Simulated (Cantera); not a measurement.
An isothermal, constant-pressure homogeneous reactor starts with C2H6 : N2 : H2O = 1 : 4 : 0.028 (molar parts), at 1223 K and 5.03 Torr.

Detailed kinetics in Cantera: GRI-Mech 3.0 (53 species, 325 reactions). GRI-Mech 3.0 stops at C3 and has no aromatics, soot or wall deposition, so with more carbon than oxygen in the feed, carbon stays in small species such as C2H2 where larger ones or solid carbon would form. Radical loss at walls, strong at low pressure, is not modelled.

**Question.** Predict: x(C2H6) at 20.0 s; x(H) at 20.0 s; x(H2) at 20.0 s.

**Answer.** 
```
Quantity                                             Value
-----------------  ---------------------------------------
x(C2H6) at 20.0 s  6.21e-6 (gas-phase equilibrium 3.15e-7)
x(H) at 20.0 s     8.24e-7 (gas-phase equilibrium 1.94e-6)
x(H2) at 20.0 s        0.184 (gas-phase equilibrium 0.276)
```
